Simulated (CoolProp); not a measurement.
n-perfluorohexane at 298.15 K and 0.0203 MPa is throttled through a valve to 0.00315 MPa with no heat exchange. Each further row changes one setting.

The numbers come from the reference Helmholtz-energy equation of state, Gao 2022 in CoolProp.

```json
[
 {"case": "as stated", "temperature change (K)": "-0.4", "final density (kg/m³)": "___"},
 {"case": "outlet pressure 0.000945 MPa", "temperature change (K)": "___", "final density (kg/m³)": "___"},
 {"case": "outlet pressure 0.0041 MPa", "temperature change (K)": "-0.4", "final density (kg/m³)": "___"}
]
```

Question: Fill in the missing entries.

Answer: 
- as stated, final density (kg/m³): 0.431
- outlet pressure 0.000945 MPa, temperature change (K): -0.5
- outlet pressure 0.000945 MPa, final density (kg/m³): 0.129
- outlet pressure 0.0041 MPa, final density (kg/m³): 0.562
